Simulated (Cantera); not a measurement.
Input (Python, Cantera) and output of one run.

```python
import numpy as np
import cantera as ct

gas_names = """
    C CN CO CO2 C2 CCN CNC C2N2 C2O C3 C3O2 C4 C4N2 C5 N NCO NO NO2 NO3 N2 N2O O O2 O3 Pb PbO Pb2
""".split()
cond_names = """
    C(gr) Pb(cr) Pb(L) PbO(rd) PbO(yw) PbO(L) PbO2(s) Pb3O4(s)
""".split()


def load(file, names, dense=False):
    # The tables refer to 1 bar. Condensed volumes are neglected.
    table = {s.name: s for s in ct.Species.list_from_file(file)}
    out = []
    for n in names:
        d = dict(table[n].input_data)
        d["thermo"] = dict(d["thermo"], **{"reference-pressure": 1e5})
        if dense:
            d["equation-of-state"] = {"model": "constant-volume", "density": "1e6 g/cm^3"}
        out.append(ct.Species.from_dict(d))
    return out


gas = ct.Solution(thermo="ideal-gas", species=load("nasa_gas.yaml", gas_names))
cond = {s.name: ct.Solution(thermo="fixed-stoichiometry", species=[s], name=s.name)
        for s in load("nasa_condensed.yaml", cond_names, dense=True)}
atoms = {
    'PbO': {'Pb': 1, 'O': 1},
    'C': {'C': 1},
    'N2': {'N': 2},
}
top_T = {'C(gr)': 4500, 'Pb3O4(s)': 820}  # K; cautious upper limits of use, not melting points


def equilibrate(T, P, feed):
    n = {}
    for name, mol in feed.items():
        for a, k in atoms[name].items():
            n[a] = n.get(a, 0.0) + k * mol
    gas.TPX = T, P, n
    mass = sum(n.values()) * gas.mean_molecular_weight
    gas.equilibrate("TP")
    valid = [c for c in cond.values() if c.min_temp <= T <= top_T.get(c.name, c.max_temp)]
    mix = ct.Mixture([(gas, mass / gas.mean_molecular_weight)] + [(c, 0.0) for c in valid])
    mix.T, mix.P = T, P
    mix.equilibrate("TP", solver="vcs", rtol=1e-11, max_steps=5000)
    return mix


results = []
feed = {'PbO': 1, 'C': 1, 'N2': 1.3}  # mol
T = 2550  # K
P = 2200  # Pa
mix = equilibrate(T, P, feed)
results.append((T, P, feed, dict(zip(mix.species_names, mix.species_moles))))
x = sorted(zip(gas.X, gas.species_names), reverse=True)
print(f"T = {T:g} K  P = {P:g} Pa  gas = {mix.phase_moles(0):.4g} mol")
print("   x: " + "  ".join(f"{s} {v:.3e}" for v, s in x if v > 0.001))
print("   condensed (mol): " + ("  ".join(f"{mix.phase(i).name} {mix.phase_moles(i):.4g}"
      for i in range(1, mix.n_phases) if mix.phase_moles(i) > 1e-12) or "none"))
```

Output:

```
T = 2550 K  P = 2200 Pa  gas = 3.3 mol
   x: N2 3.939e-01  CO 3.030e-01  Pb 3.030e-01
   condensed (mol): none
```

Cantera equilibrium calculation (NASA polynomials, part measured and part estimated; ideal gas, pure solids and liquids).
